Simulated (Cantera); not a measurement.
Input (Python, Cantera):

```python
import numpy as np
import cantera as ct

gas = ct.Solution("h2o2.yaml")
gas.TPX = 675, 100000, {'H2': 1, 'O2': 0.294, 'N2': 1.11, 'H2O': 0.06}
flame = ct.FreeFlame(gas, width=0.04)
flame.set_refine_criteria(ratio=3, slope=0.08, curve=0.16)
flame.transport_model = "mixture-averaged"
flame.solve(loglevel=0, auto=True)
z, T = flame.grid, flame.T
thick = (T[-1] - T[0]) / np.gradient(T, z).max()
show = ['H2', 'O2', 'H2O', 'OH', 'HO2', 'H2O2']
print(f"laminar burning velocity  {flame.velocity[0] * 100:.3f} cm/s")
print(f"burnt temperature         {T[-1]:.1f} K")
print(f"thermal thickness         {thick * 1e3:.4f} mm")
print(f"grid points               {len(z)}")
z0 = z[flame.heat_release_rate.argmax()]
print(f"{'z/mm':>9s}{'T/K':>9s}{'u/(m/s)':>9s}" + "".join(f"{s:>11s}" for s in show))
rows = []
for k in (-3, -2, -1.5, -1, -0.5, -0.25, 0, 0.25, 0.5, 1, 2, 4, 8):
    zz = z0 + k * thick
    rows.append([k * thick, np.interp(zz, z, T), np.interp(zz, z, flame.velocity),
                 *(np.interp(zz, z, flame.X[gas.species_index(s)]) for s in show)])
    print(f"{rows[-1][0] * 1e3:9.3f}{rows[-1][1]:9.1f}{rows[-1][2]:9.3f}" + "".join(f"{x:11.3e}" for x in rows[-1][3:]))
```

Output:

```
laminar burning velocity  1084.176 cm/s
burnt temperature         2392.8 K
thermal thickness         0.4666 mm
grid points               137
     z/mm      T/K  u/(m/s)         H2         O2        H2O         OH        HO2       H2O2
   -1.400    675.0   10.842  4.058e-01  1.193e-01  2.435e-02  1.097e-17  3.039e-12  3.170e-14
   -0.933    675.0   10.842  4.058e-01  1.193e-01  2.435e-02  1.038e-14  1.148e-10  4.266e-14
   -0.700    675.0   10.842  4.058e-01  1.193e-01  2.435e-02  1.523e-12  8.947e-09  1.071e-12
   -0.467    675.0   10.842  4.058e-01  1.193e-01  2.435e-02  8.490e-10  1.203e-06  4.672e-10
   -0.233    691.5   11.072  4.029e-01  1.191e-01  2.531e-02  6.053e-05  2.187e-04  2.016e-06
   -0.117    869.0   13.668  3.739e-01  1.137e-01  4.201e-02  6.371e-04  1.676e-04  5.941e-06
    0.000   1270.9   19.422  2.630e-01  7.287e-02  1.293e-01  3.186e-03  7.069e-05  2.640e-06
    0.117   1553.9   23.466  1.668e-01  1.893e-02  2.314e-01  6.829e-03  1.751e-05  1.609e-06
    0.233   1677.6   25.153  1.485e-01  5.786e-03  2.580e-01  8.269e-03  5.109e-06  1.065e-06
    0.467   1804.3   26.816  1.520e-01  2.975e-03  2.658e-01  9.238e-03  2.477e-06  6.396e-07
    0.933   1939.1   28.530  1.598e-01  2.067e-03  2.712e-01  9.474e-03  1.622e-06  3.482e-07
    1.867   2069.5   30.137  1.670e-01  1.282e-03  2.774e-01  8.798e-03  9.993e-07  1.867e-07
    3.733   2185.1   31.523  1.732e-01  6.805e-04  2.836e-01  7.303e-03  5.610e-07  1.015e-07
```

Detailed kinetics in Cantera: the H2/O2 subset of GRI-Mech 3.0, which has no nitrogen chemistry. Burning velocities carry a grid error of a few per cent, more on coarse grids.
